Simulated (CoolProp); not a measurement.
Vapour-liquid equilibrium of cyclohexane (1) + n-heptane (2) at 1.68 bar; x and y are mole fractions of (1).

Model: multi-fluid Helmholtz-energy mixture model, Zhou 2014 and Span 2003; pair parameters Bell 2016, in CoolProp.

Question: Give the bubble temperature and the first vapour's composition at x = 0.2, 0.5, 0.8. Is there an azeotrope?

Answer: x = 0.2: 385.3 K, y = 0.282; x = 0.5: 379.5 K, y = 0.612; x = 0.8: 374.5 K, y = 0.861. No azeotrope shows between x = 0.05 and 0.95.

The pair parameters rest on a limited set of measurements; away from them the model extrapolates.
